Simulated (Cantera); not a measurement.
Chlorosilane synthesis and conversion: Si + HCl + H₂

Input: 1 mol Si, 3.3 mol HCl, 6.3 mol H₂, held at 100 Torr.

Equilibrium computed with Cantera from the NASA thermochemical tables; the gas is ideal and each condensed phase is pure. Candidate condensed phases: Si; 19 gas species. The tables' values for SiCl₃, SiCl are old estimates; treat these amounts as uncertain. Gases not in the tables: Si₂H₆ and higher silanes. The numbers say what is thermodynamically allowed, not how fast it happens.

```json
[
 {"T (K)": "500", "log p H₂": "-0.92", "log p HCl": "-6.38", "log p SiCl₂": "-12.49", "log p SiCl₄": "-2.03", "log p SiHCl₃": "-2.37", "log p SiCl₃": "-9.27", "n Si(s)": "0.103", "n Si(l)": "0"},
 {"T (K)": "600", "log p H₂": "-0.92", "log p HCl": "-5.12", "log p SiCl₂": "-9.67", "log p SiCl₄": "-2.02", "log p SiHCl₃": "-2.38", "log p SiCl₃": "-7.42", "n Si(s)": "0.105", "n Si(l)": "0"},
 {"T (K)": "700", "log p H₂": "-0.92", "log p HCl": "-4.23", "log p SiCl₂": "-7.67", "log p SiCl₄": "-2.02", "log p SiHCl₃": "-2.40", "log p SiCl₃": "-6.10", "n Si(s)": "0.108", "n Si(l)": "0"},
 {"T (K)": "800", "log p H₂": "-0.92", "log p HCl": "-3.56", "log p SiCl₂": "-6.18", "log p SiCl₄": "-2.02", "log p SiHCl₃": "-2.42", "log p SiCl₃": "-5.12", "n Si(s)": "0.114", "n Si(l)": "0"},
 {"T (K)": "900", "log p H₂": "-0.92", "log p HCl": "-3.04", "log p SiCl₂": "-5.03", "log p SiCl₄": "-2.02", "log p SiHCl₃": "-2.45", "log p SiCl₃": "-4.36", "n Si(s)": "0.126", "n Si(l)": "0"},
 {"T (K)": "1000", "log p H₂": "-0.93", "log p HCl": "-2.64", "log p SiCl₂": "-4.12", "log p SiCl₄": "-2.03", "log p SiHCl₃": "-2.47", "log p SiCl₃": "-3.77", "n Si(s)": "0.148", "n Si(l)": "0"},
 {"T (K)": "1100", "log p H₂": "-0.94", "log p HCl": "-2.32", "log p SiCl₂": "-3.40", "log p SiCl₄": "-2.08", "log p SiHCl₃": "-2.52", "log p SiCl₃": "-3.31", "n Si(s)": "0.179", "n Si(l)": "0"},
 {"T (K)": "1200", "log p H₂": "-0.95", "log p HCl": "-2.07", "log p SiCl₂": "-2.82", "log p SiCl₄": "-2.17", "log p SiHCl₃": "-2.61", "log p SiCl₃": "-2.97", "n Si(s)": "0.204", "n Si(l)": "0"},
 {"T (K)": "1300", "log p H₂": "-0.96", "log p HCl": "-1.90", "log p SiCl₂": "-2.40", "log p SiCl₄": "-2.37", "log p SiHCl₃": "-2.77", "log p SiCl₃": "-2.77", "n Si(s)": "0.196", "n Si(l)": "0"},
 {"T (K)": "1400", "log p H₂": "-0.98", "log p HCl": "-1.79", "log p SiCl₂": "-2.13", "log p SiCl₄": "-2.71", "log p SiHCl₃": "-3.05", "log p SiCl₃": "-2.73", "n Si(s)": "0.150", "n Si(l)": "0"},
 {"T (K)": "1500", "log p H₂": "-0.99", "log p HCl": "-1.74", "log p SiCl₂": "-1.99", "log p SiCl₄": "-3.20", "log p SiHCl₃": "-3.43", "log p SiCl₃": "-2.85", "n Si(s)": "0.100", "n Si(l)": "0"},
 {"T (K)": "1600", "log p H₂": "-0.99", "log p HCl": "-1.73", "log p SiCl₂": "-1.93", "log p SiCl₄": "-3.74", "log p SiHCl₃": "-3.84", "log p SiCl₃": "-3.03", "n Si(s)": "0.0677", "n Si(l)": "0"},
 {"T (K)": "1700", "log p H₂": "-0.99", "log p HCl": "-1.73", "log p SiCl₂": "-1.90", "log p SiCl₄": "-4.26", "log p SiHCl₃": "-4.24", "log p SiCl₃": "-3.23", "n Si(s)": "0", "n Si(l)": "0.0516"}
]
```
log p: log10 of the partial pressure in bar; n: condensed amount in mol.

From 500 K to 1600 K the condensed part is Si(s). At 1700 K the condensed part is Si(l). The main Si-bearing gas is SiCl₄ at 500 K and SiCl₂ at 1700 K. The share of Si in condensed phases is highest at 1200 K (20.4 %) and lowest at 1700 K (5.2 %).
